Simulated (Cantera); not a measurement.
Input: 1 mol SiHCl3, 0.4 mol HCl, 13 mol N2, held at 1450 °C and 1 atm.

These are equilibrium values from Cantera (NASA tables, ideal gas, pure condensed phases), not measurements of a reactor. Candidate condensed phases: NH4Cl, Si, Si3N4; 28 gas species. The tables' values for SiCl3 are old estimates; treat these amounts as uncertain. Kinetics and transport are ignored.

Base state: N2 0.861, HCl 0.0705, SiCl2 0.0298, SiCl3 0.0144, SiCl4 0.0130, H2 0.0112, SiHCl3 0.000426, Cl 9.34e-5 (mole fractions); condensed: Si3N4(s).

What changes in the equilibrium state with this change: temperature from 1450 °C to 1102 °C?


| species | before | after |
|---|---|---|
| N2 | 0.861 | 0.874 |
| HCl | 0.0705 | 0.0758 |
| SiCl4 | 0.0130 | 0.0377 |
| SiCl2 | 0.0298 | 0.000391 |
| SiCl3 | 0.0144 | 0.00179 |
| H2 | 0.0112 | 0.0100 |
| H | 1.92e-5 | 3.41e-7 |
| Cl | 9.34e-5 | 2.13e-6 |
| SiHCl3 | 0.000426 | 0.000318 |
| Si3N4(s), mol | 0.0451 | 0.138 |
N2 is the only nitrogen source here; it is nearly inert below about 1500 K, so the nitride shown seldom forms there in practice.

What changes in the equilibrium state with this change: pressure from 1 atm to 100 Torr?


| species | before | after |
|---|---|---|
| N2 | 0.861 | 0.852 |
| HCl | 0.0705 | 0.0733 |
| SiCl2 | 0.0298 | 0.0512 |
| SiCl4 | 0.0130 | 0.00389 |
| SiCl3 | 0.0144 | 0.0103 |
| H2 | 0.0112 | 0.00916 |
| SiHCl3 | 0.000426 | 0.000100 |
| Cl | 9.34e-5 | 0.000296 |
| Si3N4(s), mol | 0.0451 | 0 |

What changes in the equilibrium state with this change: N2 from 13 to 99 mol?


| species | before | after |
|---|---|---|
| N2 | 0.861 | 0.978 |
| HCl | 0.0705 | 0.0115 |
| SiCl2 | 0.0298 | 0.00695 |
| SiCl4 | 0.0130 | 0.000769 |
| H2 | 0.0112 | 0.00117 |
| SiCl3 | 0.0144 | 0.00169 |
| SiHCl3 | 0.000426 | 1.62e-5 |
| H | 1.92e-5 | 6.20e-6 |
| Si3N4(s), mol | 0.0451 | 0.0156 |
